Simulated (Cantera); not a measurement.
An isothermal, constant-pressure homogeneous reactor starts with N2O : H2O : N2 = 1 : 0.012 : 0.009 (molar parts), at 1525 K and 100.0 Torr.

Computed with Cantera and GRI-Mech 3.0 (53 species, 325 reactions). GRI-Mech 3.0 was tuned for natural gas; its chemistry of N2O as a main component is partial and can be far from experiment. The temperature is held fixed by assumption; the heat of reaction is taken as removed at once.

x: mole fraction; the columns are a selection and need not sum to one.

```
t (s)       x N2O    x H2O      x H2      x OH      x O2      x H
--------  -------  -------  --------  --------  --------  -------
3.00e-5     0.979   0.0117  9.05e-11   3.96e-6   5.90e-5  3.73e-9
8.30e-5     0.978   0.0117   2.94e-9   1.59e-5  0.000248  2.00e-8
0.000229    0.976   0.0117   4.96e-8   4.50e-5  0.000806  6.31e-8
0.000634    0.970   0.0117   3.06e-7   9.35e-5   0.00237  1.35e-7
0.00175     0.952   0.0116   6.89e-7  0.000128   0.00669  1.75e-7
0.00485     0.907   0.0114   6.56e-7  0.000148    0.0182  1.91e-7
0.0134          …   0.0109   5.10e-7  0.000162         …        …
0.0371      0.567   0.0100   5.13e-7  0.000166     0.105  2.61e-7
0.103           …        …   6.44e-7  0.000156         …  3.64e-7
0.284      0.0386  0.00798   6.84e-7  0.000128     0.244  3.51e-7
0.785     0.00110  0.00787   1.57e-7   5.66e-5     0.255  3.62e-8
2.17      6.45e-6  0.00787   1.13e-7   4.75e-5     0.256  2.21e-8
6.00      6.10e-6  0.00787   1.13e-7   4.75e-5     0.256  2.21e-8
```

Question: Fill in the missing entries.

Answer: 
- 0.0134, x N2O: 0.795
- 0.0134, x O2: 0.0466
- 0.0134, x H: 2.13e-7
- 0.103, x N2O: 0.250
- 0.103, x H2O: 0.00880
- 0.103, x O2: 0.188
